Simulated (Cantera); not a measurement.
A closed system holds: 1 mol SiC, 0.031 mol H₂O, 4.9 mol H₂, at 13.3 mbar.

Equilibrium computed with Cantera from the NASA thermochemical tables; the gas is ideal and each condensed phase is pure. Candidate condensed phases: C, C₆H₆, C₇H₈, C₈H₁₈, H₂O, Si, SiC, SiO₂; 123 gas species. Mutual solubility and eutectic melting of coexisting phases are not modelled. The tables hold silica as quartz up to 1696 K and as liquid above; real silica turns to tridymite and cristobalite and melts near 1996 K. Kinetics and transport are ignored.

**Question.** At 1248 K, list the 4 most abundant gas species with their mole fractions, and the condensed phases.

**Answer.** H₂ 0.998, CO 0.00207, CH₄ 4.33e-5, SiO 1.33e-5. Condensed: SiC(s) + SiO₂(β-quartz).
